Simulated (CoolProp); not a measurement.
Properties of n-perfluorohexane along the isobar 887 kPa (Tc = 448.0 K, pc = 1742 kPa, ω = 0.497).

Model: reference Helmholtz-energy equation of state, Gao 2022, in CoolProp.

```tsv
T (K)	phase	density (kg/m³)	cp (kJ/(kg K))	cv (kJ/(kg K))	Joule-Thomson coefficient (K/MPa)	isothermal compressibility (1/MPa)	fugacity coefficient
333	liquid	1575	1.100	0.8990	-0.1891	0.004295	0.1246
343.7	liquid	1540	1.117	0.9126	-0.1490	0.005106	0.1716
354.3	liquid	1504	1.135	0.9258	-0.09947	0.006174	0.2292
364.9	liquid	1465	1.155	0.9388	-0.03599	0.007642	0.2984
375.6	liquid	1423	1.176	0.9519	0.04946	0.009772	0.3805
386.2	liquid	1378	1.201	0.9650	0.1682	0.01299	0.4739
396.8	liquid	1326	1.233	0.9785	0.3468	0.01834	0.5787
407.5	liquid	1264	1.279	0.9929	0.6518	0.02865	0.6950
418.1	gas	123.4	1.110	0.9781	18.58	1.851	0.7738
428.7	gas	113.9	1.087	0.9845	15.22	1.667	0.7941
439.4	gas	106.7	1.077	0.9919	12.95	1.554	0.8121
450	gas	100.8	1.073	0.9995	11.31	1.478	0.8279
```
